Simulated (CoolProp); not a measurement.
R152A along the isotherm 133.85 °C: Z from the reference equation and from simpler models built on Tc = 113.3 °C, pc = 4517 kPa, ω = 0.275; each cubic takes its own stable root.

The numbers come from the reference Helmholtz-energy equation of state, Outcalt 1996 in CoolProp. It is a modified Benedict-Webb-Rubin equation, recast in Helmholtz form.

```tsv
p (kPa)	phase	reference	van der Waals	Redlich-Kwong	Soave-Redlich-Kwong	Peng-Robinson
4520	supercritical	0.6092	0.6265	0.6164	0.6377	0.6090
9030	supercritical	0.3098	0.4409	0.3822	0.3983	0.3638
13600	supercritical	0.4042	0.5912	0.4899	0.5008	0.4536
18100	supercritical	0.5028	0.7398	0.6002	0.6098	0.5508
22600	supercritical	0.6001	0.8858	0.7086	0.7175	0.6474
27100	supercritical	0.6955	1.029	0.8147	0.8232	0.7423
31600	supercritical	0.7890	1.170	0.9187	0.9270	0.8356
36100	supercritical	0.8809	1.309	1.021	1.029	0.9273
40700	supercritical	0.9733	1.449	1.124	1.132	1.020
45200	supercritical	1.062	1.585	1.223	1.231	1.109
```
